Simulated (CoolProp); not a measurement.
The fluid at 298.15 K and 0.138 MPa is compressed adiabatically to 0.505 MPa with isentropic efficiency 0.75. The same conditions are run with several fluids, on thermodynamics alone (safety and materials aside).

Model: reference Helmholtz-energy equation of state of each fluid (cyclopropane: Polt 1992; R22: Kamei 1995; ethane: Bücker 2006; R1132(E): Akasaka 2024; R152A: Outcalt 1996), in CoolProp. The equations of Platzer and Polt are older, rougher fits.

| fluid | work (kJ/kg) | final temperature (K) | final density (kg/m³) |
|---|---|---|---|
| cyclopropane | ___ | 373.1 | ___ |
| R22 | 53.1 | ___ | 14.4 |
| ethane | 155 | ___ | ___ |
| R1132(E) | 71.6 | 372.1 | 10.7 |
| R152A | 67.4 | 363.8 | 11.6 |

**Question.** Some entries are withheld; supply them.

**Answer.** 
- cyclopropane, work (kJ/kg): 108
- cyclopropane, final density (kg/m³): 7.13
- R22, final temperature (K): 377.7
- ethane, final temperature (K): 381.0
- ethane, final density (kg/m³): 4.88
